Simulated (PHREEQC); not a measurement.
Solution (25 °C): 0.26 mol CsOH, 0.014 mol CO2 and 0.00084 mol Na2CO3 per kg of water. Closed to the air; pH follows from the charge balance.

All values are PHREEQC results (ion-association model, wateq4f.dat), not measurements.

No solid was allowed to form.

Problem. Predict the pH.

Solution. pH 13.20.

Problem. In which forms is Na present?

Solution. Na+ 93 %, NaCO3- 7.1 % of the Na.
